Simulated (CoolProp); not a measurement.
Neopentane along the isotherm 446.7 K: density (kg/m³) from the reference equation and from simpler models built on Tc = 433.7 K, pc = 3.196 MPa, ω = 0.196; each cubic takes its own stable root.

Values from CoolProp's reference Helmholtz-energy equation of state, Lemmon 2006. It is a short technical equation, of lower accuracy than the large ones.

```tsv
p (MPa)	phase	reference
0.4	gas	8.089
0.799	gas	16.89
1.2	gas	26.67
1.6	gas	37.66
2	gas	50.32
2.4	gas	65.43
2.8	gas	84.50
3.2	supercritical	111.2
3.6	supercritical	159.4
4	supercritical	267.3
4.39	supercritical	315.6
4.79	supercritical	338.0
```

Task: How far does each simpler model (ideal gas, van der Waals, Soave-Redlich-Kwong, Peng-Robinson) lie from the reference over these 12 states: mean and median of the absolute difference, and the worst?

Result: 
- ideal gas: mean 37.2 %, median 32.2 %, worst -73.0 % at 446.7 K and 4.39 MPa
- van der Waals: mean 7.5 %, median 3.0 %, worst -24.1 % at 446.7 K and 4.79 MPa
- Soave-Redlich-Kwong: mean 4.8 %, median 1.0 %, worst -16.6 % at 446.7 K and 4.39 MPa
- Peng-Robinson: mean 3.6 %, median 2.6 %, worst -9.2 % at 446.7 K and 4 MPa
